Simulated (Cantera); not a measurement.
An isothermal, constant-pressure homogeneous reactor starts with 43.5 % CH4, 56.5 % H2, at 1450 K and 13.5 Torr.

Cantera simulation using GRI-Mech 3.0 (53 species, 325 reactions); the numbers are that mechanism's predictions, not measurements. GRI-Mech 3.0 stops at C3 and has no aromatics, soot or wall deposition, so with more carbon than oxygen in the feed, carbon stays in small species such as C2H2 where larger ones or solid carbon would form. Radical loss at walls, strong at low pressure, is not modelled.

x: mole fraction; the columns are a selection and need not sum to one.

```json
[
 {"t (s)": "0.00100", "x CH4": "0.435", "x H2": "0.565", "x C2H4": "2.08e-10", "x C2H6": "3.19e-10", "x C2H2": "<1e-12", "x CH2": "1.24e-12"},
 {"t (s)": "0.00359", "x CH4": "0.435", "x H2": "0.565", "x C2H4": "1.05e-8", "x C2H6": "1.46e-8", "x C2H2": "7.34e-12", "x CH2": "1.67e-11"},
 {"t (s)": "0.0129", "x CH4": "0.435", "x H2": "0.565", "x C2H4": "4.89e-7", "x C2H6": "5.95e-7", "x C2H2": "1.60e-9", "x CH2": "2.08e-10"},
 {"t (s)": "0.0464", "x CH4": "0.435", "x H2": "0.565", "x C2H4": "1.99e-5", "x C2H6": "1.48e-5", "x C2H2": "4.09e-7", "x CH2": "1.92e-9"},
 {"t (s)": "0.167", "x CH4": "0.433", "x H2": "0.566", "x C2H4": "0.000415", "x C2H6": "7.97e-5", "x C2H2": "6.30e-5", "x CH2": "7.04e-9"},
 {"t (s)": "0.599", "x CH4": "0.425", "x H2": "0.571", "x C2H4": "0.00165", "x C2H6": "9.09e-5", "x C2H2": "0.00167", "x CH2": "7.99e-9"},
 {"t (s)": "2.15", "x CH4": "0.398", "x H2": "0.589", "x C2H4": "(withheld)", "x C2H6": "(withheld)", "x C2H2": "(withheld)", "x CH2": "7.65e-9"},
 {"t (s)": "7.74", "x CH4": "0.322", "x H2": "0.639", "x C2H4": "0.00148", "x C2H6": "5.55e-5", "x C2H2": "0.0380", "x CH2": "6.74e-9"},
 {"t (s)": "27.8", "x CH4": "(withheld)", "x H2": "(withheld)", "x C2H4": "0.00103", "x C2H6": "(withheld)", "x C2H2": "(withheld)", "x CH2": "(withheld)"},
 {"t (s)": "100", "x CH4": "0.0535", "x H2": "0.813", "x C2H4": "0.000981", "x C2H6": "2.98e-6", "x C2H2": "0.132", "x CH2": "2.93e-9"}
]
```

Question: Complete the blanks.

Answer: 
- 2.15, x C2H4: 0.00189
- 2.15, x C2H6: 8.06e-5
- 2.15, x C2H2: 0.0110
- 27.8, x CH4: 0.181
- 27.8, x H2: 0.730
- 27.8, x C2H6: 2.13e-5
- 27.8, x C2H2: 0.0874
- 27.8, x CH2: 5.05e-9
